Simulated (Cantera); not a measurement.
Feed: 1 mol V₂O₅, 110 mol H₂, a varied amount of N₂, equilibrated at 1948.15 K and 190 Pa.

These are equilibrium values from Cantera (NASA tables, ideal gas, pure condensed phases), not measurements of a reactor. Candidate condensed phases: H₂O, V, VN, VO, V₂O₃, V₂O₄, V₂O₅; 28 gas species. Mutual solubility and eutectic melting of coexisting phases are not modelled. VO: taken at fixed stoichiometry. Condensed phases not in the tables: the oxides between V₂O₃ and V₂O₅ other than VO₂. Rates play no part.

x: gas mole fraction; n: condensed amount in mol.

```tsv
n(N₂) (mol)	x H₂	x N₂	x H	x H₂O	x VO₂	x VO	n VO(s)	n V₂O₃(s)
1.5	0.935	0.0132	0.0251	0.0232	0.00305	0.000448	1.56	0.0226
1.9	0.932	0.0167	0.0250	0.0231	0.00305	0.000448	1.56	0.0214
2.5	0.927	0.0219	0.0250	0.0230	0.00305	0.000448	1.56	___
3.2	0.921	0.0278	0.0249	0.0228	0.00305	0.000448	1.56	___
4	0.914	0.0345	0.0248	0.0227	0.00305	0.000448	1.56	___
5.2	0.905	0.0444	0.0247	0.0224	0.00305	0.000448	1.57	___
6.6	0.894	0.0557	0.0245	0.0222	0.00305	0.000448	1.57	___
8.4	0.880	0.0698	0.0244	0.0218	0.00305	0.000448	1.57	___
11	0.862	0.0895	0.0241	0.0213	0.00305	0.000448	1.57	0
14	0.841	0.111	0.0238	0.0207	0.00304	0.000448	1.56	0
18	0.815	0.138	0.0234	0.0200	0.00303	0.000448	1.55	0
```

Complete the blanks.


- 2.5, n V₂O₃(s): 0.0196
- 3.2, n V₂O₃(s): 0.0175
- 4, n V₂O₃(s): 0.0152
- 5.2, n V₂O₃(s): 0.0116
- 6.6, n V₂O₃(s): 0.00749
- 8.4, n V₂O₃(s): 0.00216
